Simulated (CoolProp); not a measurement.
A single-stage vapour-compression cycle with the fluid: evaporating at 297.15 K (dew point), condensing at 363.15 K (bubble point), superheat 5 K, subcooling 8 K, compressor efficiency 0.7, no pressure losses. The same conditions are run with several fluids, on thermodynamics alone (safety and materials aside).

Values from CoolProp's reference Helmholtz-energy equation of state of each fluid (c-C4F8 (RC318): Platzer 1990; vinyl chloride: Thol 2022; cis-2-butene: Lemmon 2005; chloromethane (R40): Thol 2014; R123: Younglove 1994; isobutene: Lemmon 2005). The equations of Platzer and Polt are older, rougher fits.

```tsv
fluid	cooling COP	pressure ratio	discharge temperature (K)	refrigerating effect (kJ/kg)	volumetric capacity (kJ/m³)
c-C4F8 (RC318)	1.60	5.51	363.1	39.4	1040
vinyl chloride	2.51	4.97	414.1	234	2400
cis-2-butene	2.45	5.58	___	262	___
chloromethane (R40)	2.45	4.79	442.1	280	3500
R123	2.48	___	376.1	114	633
isobutene	2.30	5.09	374.4	220	1580
```

### Question
What belongs in the gaps?

### Answer

- cis-2-butene, discharge temperature (K): 382.4
- cis-2-butene, volumetric capacity (kJ/m³): 1290
- R123, pressure ratio: 7.09

The compression ends wet for: c-C4F8 (RC318).
